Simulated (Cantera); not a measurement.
A Cantera script and what it prints.

```python
import numpy as np
import cantera as ct

gas_names = """
    C CO CO2 C2 C2O C3 C3O2 C4 C5 Fe FeC5O5 FeO O O2 O3
""".split()
cond_names = """
    C(gr) Fe(a) Fe(c) Fe(d) Fe(L) FeC5O5(L) FeO(s) FeO(L) Fe2O3(s) Fe3O4(s)
""".split()


# ... load() reads the species with a 1 bar reference pressure and builds the phases ...
atoms = {
    'Fe2O3': {'Fe': 2, 'O': 3},
    'CO': {'C': 1, 'O': 1},
    'C': {'C': 1},
}
top_T = {'C(gr)': 4500, 'Fe2O3(s)': 1830, 'Fe3O4(s)': 1870}  # K; cautious upper limits of use, not melting points


# ... equilibrate(T, P, feed) seeds the gas with the atoms and calls Mixture.equilibrate('TP', solver="vcs", rtol=1e-11, max_steps=5000) ...
results = []
feed = {'Fe2O3': 1, 'CO': 4.9, 'C': 7.8}  # mol
P = 101325  # Pa
for T in [1150, 1300, 1450, 1600, 1750, 1900, 2050, 2200, 2350, 2500]:
    mix = equilibrate(T, P, feed)
    results.append((T, P, feed, dict(zip(mix.species_names, mix.species_moles))))

top = {s: max(r[3][s] / sum(r[3][g] for g in gas_names) for r in results) for s in gas_names}
cols = sorted((s for s in top if top[s] > 1e-06), key=lambda s: -top[s])[:5]
seen = [c for c in cond_names if any(r[3].get(c, 0) > 1e-12 for r in results)]
print("log10 of partial pressures in bar; condensed amounts in mol")
print(f"{'T/K':>10s}" + "".join(f"{s[:9]:>10s}" for s in cols + seen))
for T, P, feed, n in results:
    ng = sum(n[g] for g in gas_names)
    print(f"{T:10.4g}" + "".join(f"{np.log10(max(n[s] / ng * P / 1e5, 1e-99)):10.3f}" for s in cols)
          + "".join(f"{n.get(c, 0):10.4g}" for c in seen))
```

It prints:

```
log10 of partial pressures in bar; condensed amounts in mol
       T/K        CO       CO2        Fe     C(gr)     Fe(a)     Fe(c)     Fe(d)     Fe(L)
      1150    -0.011    -1.425   -11.066     5.082         2         0         0         0
      1300     0.003    -2.279    -8.962     4.841         0         2         0         0
      1450     0.005    -2.969    -7.302     4.808         0         2         0         0
      1600     0.006    -3.525    -5.960     4.802         0         2         0         0
      1750     0.006    -3.982    -4.856     4.801         0         0         2         0
      1900     0.006    -4.362    -3.953       4.8         0         0         0     1.999
      2050     0.005    -4.682    -3.201       4.8         0         0         0     1.995
      2200     0.005    -4.958    -2.557       4.8         0         0         0     1.978
      2350     0.001    -5.199    -2.000       4.8         0         0         0     1.921
      2500    -0.008    -5.422    -1.515       4.8         0         0         0     1.754
```

Cantera equilibrium calculation (NASA polynomials, part measured and part estimated; ideal gas, pure solids and liquids). Iron dissolves carbon and melts from about 1420 K in contact with it, which pure phases cannot show. Condensed phases not in the tables: cementite and carbon dissolved in iron.
